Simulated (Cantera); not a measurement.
What does this Cantera script print?

```python
import numpy as np
import cantera as ct

gas_names = """
    H HO2 H2 H2O H2O2 Hg O OH O2 O3
""".split()
cond_names = """
    H2O(s) H2O(L) Hg(cr) Hg(L) HgO(s)
""".split()


# ... load() reads the species with a 1 bar reference pressure and builds the phases ...
atoms = {
    'HgO': {'Hg': 1, 'O': 1},
    'O2': {'O': 2},
    'H2': {'H': 2},
}
top_T = {}  # K; cautious upper limits of use, not melting points


# ... equilibrate(T, P, feed) seeds the gas with the atoms and calls Mixture.equilibrate('TP', solver="vcs", rtol=1e-11, max_steps=5000) ...
results = []
feed = {'HgO': 1, 'O2': 0.14, 'H2': 1}  # mol
P = 270000  # Pa
for T in [698, 748, 798, 848, 898, 948, 998, 1048, 1098, 1148, 1198]:
    mix = equilibrate(T, P, feed)
    results.append((T, P, feed, dict(zip(mix.species_names, mix.species_moles))))
    x = sorted(zip(gas.X, gas.species_names), reverse=True)
    print(f"T = {T:g} K  P = {P:g} Pa  gas = {mix.phase_moles(0):.4g} mol")
    print("   x: " + "  ".join(f"{s} {v:.3e}" for v, s in x if v > 0.001))
    print("   condensed (mol): " + ("  ".join(f"{mix.phase(i).name} {mix.phase_moles(i):.4g}"
          for i in range(1, mix.n_phases) if mix.phase_moles(i) > 1e-12) or "none"))
```

Result:

```
T = 698 K  P = 270000 Pa  gas = 1.769 mol
   x: H2O 5.653e-01  Hg 4.255e-01  O2 9.207e-03
   condensed (mol): HgO(s) 0.2474
T = 748 K  P = 270000 Pa  gas = 2.14 mol
   x: Hg 4.673e-01  H2O 4.673e-01  O2 6.542e-02
   condensed (mol): none
T = 798 K  P = 270000 Pa  gas = 2.14 mol
   x: Hg 4.673e-01  H2O 4.673e-01  O2 6.542e-02
   condensed (mol): none
T = 848 K  P = 270000 Pa  gas = 2.14 mol
   x: Hg 4.673e-01  H2O 4.673e-01  O2 6.542e-02
   condensed (mol): none
T = 898 K  P = 270000 Pa  gas = 2.14 mol
   x: Hg 4.673e-01  H2O 4.673e-01  O2 6.542e-02
   condensed (mol): none
T = 948 K  P = 270000 Pa  gas = 2.14 mol
   x: Hg 4.673e-01  H2O 4.673e-01  O2 6.542e-02
   condensed (mol): none
T = 998 K  P = 270000 Pa  gas = 2.14 mol
   x: Hg 4.673e-01  H2O 4.673e-01  O2 6.542e-02
   condensed (mol): none
T = 1048 K  P = 270000 Pa  gas = 2.14 mol
   x: Hg 4.673e-01  H2O 4.673e-01  O2 6.542e-02
   condensed (mol): none
T = 1098 K  P = 270000 Pa  gas = 2.14 mol
   x: Hg 4.673e-01  H2O 4.673e-01  O2 6.542e-02
   condensed (mol): none
T = 1148 K  P = 270000 Pa  gas = 2.14 mol
   x: Hg 4.673e-01  H2O 4.673e-01  O2 6.542e-02
   condensed (mol): none
T = 1198 K  P = 270000 Pa  gas = 2.14 mol
   x: Hg 4.673e-01  H2O 4.673e-01  O2 6.542e-02
   condensed (mol): none
```

These are equilibrium values from Cantera (NASA tables, ideal gas, pure condensed phases), not measurements of a reactor.
